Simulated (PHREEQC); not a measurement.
Solution A (3.8 mol/kgw NaOH and 0.3 mol/kgw Na2SO4) is mixed with solution B (30 mmol/kgw KOH, 0.0044 mmol/kgw H4SiO4 and 1.1 mmol/kgw K2CO3) at 25 °C; shares are by mass of water, 1 kg in all. CO2 from the air is kept out. Only these solids could form: Arcanite, Burkeite, Glaserite, Kalicinite, Mirabilite, Misenite, Nahcolite, Natron, SiO2(a), Thenardite, Trona.

The series has 11 steps of share of solution B, from 0 to 1.

Equilibrium calculation in PHREEQC: Pitzer model, pitzer.dat.

### Question
Between which two steps does the pH jump most, and from what to what?

### Answer
Between share of solution B = 0.9 and 1: from 13.44 to 12.40.

Complexes and solids missing from the database can't appear. In brines, pH and single-ion activities rest on the MacInnes convention.
